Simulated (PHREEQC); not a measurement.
Consider water at 25 °C with 1.33 mol MgSO4 and 0.51 mol NaCl per kg of water. Closed to the air; pH follows from the charge balance.

Computed with PHREEQC (Pitzer model, pitzer.dat).

### Question
The ionic strength comes out as 5.83 mol/kgw. What activity coefficients do MgOH+, SO4-2, Cl-, Na+, HSO4- get?

### Answer
MgOH+ 0.47, SO4-2 0.014, Cl- 0.61, Na+ 0.77, HSO4- 0.71. Single-ion values are on the MacInnes scale.

This is a speciation only: nothing precipitates in the calculation.
